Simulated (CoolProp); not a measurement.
Carbonyl sulfide along the isobar 38.1 bar: fugacity coefficient from the reference equation and from simpler models built on Tc = 105.6 °C, pc = 63.69 bar, ω = 0.098; each cubic takes its own stable root.

The numbers come from the reference Helmholtz-energy equation of state, Lemmon 2006 in CoolProp. It is a short technical equation, of lower accuracy than the large ones.

| T (°C) | phase | reference |
|---|---|---|
| -65.35 | liquid | 0.01361 |
| -47.65 | liquid | 0.03202 |
| -30.05 | liquid | 0.06478 |
| -12.35 | liquid | 0.1172 |
| 5.35 | liquid | 0.1931 |
| 22.95 | liquid | 0.2942 |
| 40.65 | liquid | 0.4217 |
| 58.35 | liquid | 0.5728 |
| 93.65 | gas | 0.7819 |
| 111.35 | gas | 0.8126 |

Q: How far does each simpler model (van der Waals, Soave-Redlich-Kwong) lie from the reference over these 10 states: mean and median of the absolute difference, and the worst?

A: 
- van der Waals: mean 158.0 %, median 86.5 %, worst +585.4 % at -65.35 °C and 38.1 bar
- Soave-Redlich-Kwong: mean 0.9 %, median 0.8 %, worst +1.7 % at 40.65 °C and 38.1 bar
